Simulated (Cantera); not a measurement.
## Ignition delay

Mixture: 5.58 % C₃H₈, 18.6 % O₂, 69.7 % N₂, 6.13 % H₂O, equivalence ratio 1.5, at 3500000 Pa, adiabatic and at constant pressure. Ignition delay is the time to a rise of 400 K.

Model: GRI-Mech 3.0 (53 species, 325 reactions), integrated in Cantera. GRI-Mech 3.0 was tuned for natural gas; its chemistry of propane as a main component is partial and can be far from experiment. The pressure lies above the range GRI-Mech 3.0 was tuned for (to about 10 atm).

| T0 (K) | delay (ms) |
|---|---|
| 1100 | 3.34 |
| 1200 | 0.626 |
| 1300 | 0.133 |
| 1400 | 0.0332 |
| 1500 | 0.0101 |
| 1600 | 0.00382 |
| 1700 | 0.00175 |
| 1800 | 0.000938 |
| 1900 | 0.000571 |

```json
{
 "apparent activation energy between 1700 and 1900 K": "150 kJ/mol"
}
```
